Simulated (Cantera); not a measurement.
A freely propagating, adiabatic, planar premixed flame of H2 : O2 : N2 = 1 : 0.179 : 0.671 (molar parts), unburnt at 723 K and 760 Torr; mixture-averaged transport, grid criteria slope 0.08 and curve 0.16, no radiation.

Model: the H2/O2 subset of GRI-Mech 3.0, which has no nitrogen chemistry, integrated in Cantera. Burning velocities carry a grid error of a few per cent, more on coarse grids.

Question: What does this change do: inlet temperature 723 to 375 K?

Answer: 
| quantity | before | after |
|---|---|---|
| laminar burning velocity | 1170 cm/s | 351 cm/s |
| thermal thickness | 0.516 mm | 0.390 mm |
| peak x(O) | 0.00252 | 0.00133 |
| peak x(H2O2) | 2.26e-6 | 5.06e-5 |
| peak x(H) | 0.0906 | 0.0570 |

Question: What does this change do: 0.11 parts H2O added?

Answer: 
| quantity | before | after |
|---|---|---|
| laminar burning velocity | 1170 cm/s | 1090 cm/s |
| thermal thickness | 0.516 mm | 0.497 mm |
| peak x(O) | 0.00252 | 0.00205 |
| peak x(H2O2) | 2.26e-6 | 3.79e-6 |
| peak x(H) | 0.0906 | 0.0759 |
